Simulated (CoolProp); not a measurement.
Aqueous ethanol as a coolant, at 17 °C, 1 atm.

Computed with CoolProp (Melinder's fits for secondary coolants).

```
mass %  freezing point (°C)  cp (kJ/(kg K))  viscosity (mPa s)  conductivity (W/(m K))  Prandtl number
------  -------------------  --------------  -----------------  ----------------------  --------------
4.6                    -1.9           4.247               1.32                   0.561            10.0
11.5                   -5.2             [?]               1.79                     [?]             [?]
18.4                    [?]           4.342               2.31                   0.473            21.2
25.2                  -15.6           4.284               2.76                   0.434            27.2
32.1                  -22.2           4.171               3.07                   0.398            32.2
38.9                  -28.5           4.035               3.23                   0.365             [?]
45.8                  -34.4           3.891               3.24                   0.334            37.7
52.6                  -39.5           3.741                [?]                     [?]            38.5
```

Q: Complete the blanks.

A: 
- 11.5, cp (kJ/(kg K)): 4.329
- 11.5, conductivity (W/(m K)): 0.515
- 11.5, Prandtl number: 15.0
- 18.4, freezing point (°C): -9.9
- 38.9, Prandtl number: 35.7
- 52.6, viscosity (mPa s): 3.15
- 52.6, conductivity (W/(m K)): 0.306
